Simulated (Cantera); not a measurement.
A perfectly stirred reactor is fed with CO : O2 : H2O : N2 = 0.0041 : 0.064 : 0.00018 : 1 (molar parts), equivalence ratio 0.032, at 97.5 Torr; it is held at 1450 K, and followed from long to short residence time.

Cantera simulation using GRI-Mech 3.0 (53 species, 325 reactions); the numbers are that mechanism's predictions, not measurements.

Question: Predict: x(CO) at τ = 2.50 s; x(O2) at τ = 2.50 s; x(H2O) at τ = 2.50 s; x(NO2) at τ = 2.50 s; x(OH) at τ = 2.50 s; x(CO) at τ = 18.0 ms; x(O2) at τ = 18.0 ms; x(H2O) at τ = 18.0 ms; x(OH) at τ = 18.0 ms.

Answer: 
| Item | Value |
|---|---|
| x(CO) at τ = 2.50 s | 0.000136 |
| x(O2) at τ = 2.50 s | 0.0580 |
| x(H2O) at τ = 2.50 s | 0.000150 |
| x(NO2) at τ = 2.50 s | 4.58e-9 |
| x(OH) at τ = 2.50 s | 3.32e-5 |
| x(CO) at τ = 18.0 ms | 0.00289 |
| x(O2) at τ = 18.0 ms | 0.0590 |
| x(H2O) at τ = 18.0 ms | 0.000137 |
| x(OH) at τ = 18.0 ms | 4.73e-5 |
